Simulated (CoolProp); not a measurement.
Ethanol along the isotherm 195.55 °C: density (kg/m³) from the reference equation and from simpler models built on Tc = 241.6 °C, pc = 6.268 MPa, ω = 0.644; each cubic takes its own stable root.

Values from CoolProp's reference Helmholtz-energy equation of state, Schroeder 2014.

```csv
p (MPa),phase,reference,van der Waals,Soave-Redlich-Kwong,Peng-Robinson
0.0991,gas,1.180,1.178,1.181,1.181
0.15,gas,1.794,1.789,1.794,1.796
0.226,gas,2.718,2.708,2.720,2.724
0.34,gas,4.127,4.104,___,4.141
0.513,gas,6.316,6.260,6.326,6.348
0.774,gas,___,9.610,___,9.823
1.17,gas,15.30,14.94,15.34,15.47
1.76,gas,24.59,23.54,24.65,24.98
2.66,gas,___,38.76,___,___
4.01,liquid,573.2,71.76,446.9,505.5
6.05,liquid,583.7,___,458.9,518.1
9.13,liquid,596.7,333.0,473.6,533.7
13.8,liquid,612.4,352.6,491.3,552.6
20.8,liquid,630.9,371.9,511.9,574.6
31.3,liquid,652.4,391.2,535.0,599.2
```

What belongs in the gaps?


- 0.34, Soave-Redlich-Kwong: 4.131
- 0.774, reference: 9.748
- 0.774, Soave-Redlich-Kwong: 9.770
- 2.66, reference: 42.76
- 2.66, Soave-Redlich-Kwong: 42.52
- 2.66, Peng-Robinson: 43.48
- 6.05, van der Waals: 312.4

At some of these states van der Waals gives the other phase, because its saturation line lies elsewhere.
